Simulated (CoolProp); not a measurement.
Vapour-liquid equilibrium of CHF3 (R23) (1) + CH2F2 (R32) (2) at 158.6 K; x and y are mole fractions of (1).

The numbers come from the multi-fluid Helmholtz-energy mixture model, Penoncello 2003 and Tillner-Roth 1997; pair parameters Bell 2016 in CoolProp.

| x | bubble pressure, mixture model (bar) | bubble pressure, Raoult's law (bar) | y, mixture model | y, Raoult's law |
|---|---|---|---|---|
| 0.05 | 0.01362 | 0.01337 | 0.376 | 0.365 |
| 0.2 | 0.02759 | 0.02668 | 0.740 | 0.732 |
| 0.35 | 0.04129 | 0.03999 | 0.858 | 0.855 |
| 0.5 | 0.05462 | 0.05331 | 0.916 | 0.916 |
| 0.65 | 0.06761 | 0.06662 | 0.952 | 0.953 |
| 0.8 | 0.08041 | 0.07993 | 0.976 | 0.978 |
| 0.95 | 0.09329 | 0.09324 | 0.995 | 0.995 |

The largest gap from Raoult's law is +3.4 % in bubble pressure, at x = 0.2. No azeotrope shows between x = 0.05 and 0.95.

Pair parameters are fitted to limited data, so mixtures are less certain than the pure fluids.
